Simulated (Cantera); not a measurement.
Charge: 1 mol CO, 0.026 mol O₂, equilibrated at 1973.15 K and 0.100 bar.

Equilibrium computed with Cantera from the NASA thermochemical tables; the gas is ideal and each condensed phase is pure. Candidate condensed phases: C; 12 gas species. Rates play no part.

Base state: CO 0.948, CO₂ 0.0520 (mole fractions); condensed: gas only.

**Question.** What changes in the equilibrium state with this change: 0.21 mol H₂S added?

**Answer.** 
```json
[
 {"species": "CO", "before": "0.948", "after": "0.739"},
 {"species": "H₂", "before": "0", "after": "0.132"},
 {"species": "S₂", "before": "0", "after": "0.0702"},
 {"species": "H₂O", "before": "0", "after": "0.0165"},
 {"species": "CO₂", "before": "0.0520", "after": "0.0206"},
 {"species": "H₂S", "before": "0", "after": "0.00705"},
 {"species": "SH", "before": "0", "after": "0.00649"},
 {"species": "S", "before": "0", "after": "0.00223"}
]
```
Further candidate phases: C₆H₆, C₇H₈, C₈H₁₈, H₂O, H₂SO₄, S.
